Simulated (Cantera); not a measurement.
Charge: 1 mol PbO, 2.8 mol CO, 12 mol H2, 7 mol C, equilibrated at 1.00 bar.

Equilibrium computed with Cantera from the NASA thermochemical tables; the gas is ideal and each condensed phase is pure. Candidate condensed phases: C, C6H6, C7H8, C8H18, H2O, Pb, PbO, PbO2, Pb3O4; 113 gas species. The numbers say what is thermodynamically allowed, not how fast it happens. All values below are at 902 °C.

Base state: H2 0.746, CO 0.236, CH4 0.0106, H2O 0.00609, CO2 0.00150, Pb 0.000435 (mole fractions); condensed: C(graphite) + Pb(l).

What changes in the equilibrium state with this change: H2 from 12 to 0.25 mol?


```tsv
species	before	after
CO	0.236	0.914
H2	0.746	0.0611
CO2	0.00150	0.0226
CH4	0.0106	7.16e-5
Pb	0.000435	0.000435
H2O	0.00609	0.00194
C(graphite), mol	5.95	6.10
Pb(l), mol	0.993	0.998
```
